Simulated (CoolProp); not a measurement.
Properties of vinyl chloride along the isotherm 430 K.

Computed with CoolProp (reference Helmholtz-energy equation of state, Thol 2022).

```
p (MPa)          phase  density (kg/m³)  isothermal compressibility (1/MPa)
-------  -------------  ---------------  ----------------------------------
0.6                gas            10.86                               1.728
1.2                gas            22.57                              0.9009
1.8                gas            35.35                              0.6315
2.4                gas            49.48                              0.5035
3                  gas            65.43                              0.4349
3.6                gas            83.95                              0.4003
4.2                gas            106.4                              0.3930
4.8                gas            135.5                              0.4211
5.4                gas            179.2                              0.5399
6        supercritical            311.0                               2.287
6.6      supercritical            497.3                              0.1900
7.2      supercritical            536.8                             0.08973
7.8      supercritical            560.6                             0.05956
8.4      supercritical            578.2                             0.04489
```
